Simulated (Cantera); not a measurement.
A perfectly stirred reactor is fed with H2 : O2 = 0.04 : 1 (molar parts), at 29.3 Torr; it is held at 1198 K, and followed from long to short residence time.

Computed with Cantera and GRI-Mech 3.0 (53 species, 325 reactions). Radical loss at walls, strong at low pressure, is not modelled. The temperature is held fixed by assumption; the heat of reaction is taken as removed at once.

Question: What does this change do: H2 0.04 to 0.031 parts?

Answer: 
```
quantity                 before     after
---------------------  --------  --------
x(H2) at τ = 12.0 s     1.79e-5   1.53e-5
x(O2) at τ = 12.0 s       0.961     0.969
x(H2O) at τ = 12.0 s     0.0391    0.0304
x(OH) at τ = 12.0 s    0.000210  0.000184
x(O) at τ = 12.0 s     0.000149  0.000145
x(H2) at τ = 65.0 ms   0.000397  0.000330
x(O2) at τ = 65.0 ms      0.956     0.965
x(H2O) at τ = 65.0 ms    0.0379    0.0294
x(OH) at τ = 65.0 ms    0.00121   0.00105
x(O) at τ = 65.0 ms     0.00419   0.00397
```
